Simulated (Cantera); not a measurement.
A closed system holds: 1 mol SiC, 0.23 mol CO2, 29 mol H2, 1.2 mol O2, 0.33 mol H2O, held at 0.133 bar.

Cantera equilibrium calculation (NASA polynomials, part measured and part estimated; ideal gas, pure solids and liquids). Candidate condensed phases: C, C6H6, C7H8, C8H18, H2O, Si, SiC, SiO2; 123 gas species. Mutual solubility and eutectic melting of coexisting phases are not modelled. The tables hold silica as quartz up to 1696 K and as liquid above; real silica turns to tridymite and cristobalite and melts near 1996 K. Rates play no part.

Problem. Which condensed phases are stable at each of these points (T (K)): 1450, 1475, 1500, 1525, 1550, 1575, 1600, 1625?

Solution. 
| T (K) | condensed phases | Si condensed (%) |
|---|---|---|
| 1450 | SiC(s) + SiO2(β-quartz) | 99.6 |
| 1475 | SiC(s) + SiO2(β-quartz) | 99.1 |
| 1500 | SiC(s) + SiO2(β-quartz) | 98.4 |
| 1525 | SiC(s) + SiO2(β-quartz) | 96.9 |
| 1550 | SiO2(β-quartz) | 96.0 |
| 1575 | SiO2(β-quartz) | 95.8 |
| 1600 | SiO2(β-quartz) | 95.6 |
| 1625 | SiO2(β-quartz) | 95.3 |

From 1450 K to 1525 K the condensed part is SiC(s) + SiO2(β-quartz). From 1550 K to 1625 K the condensed part is SiO2(β-quartz).
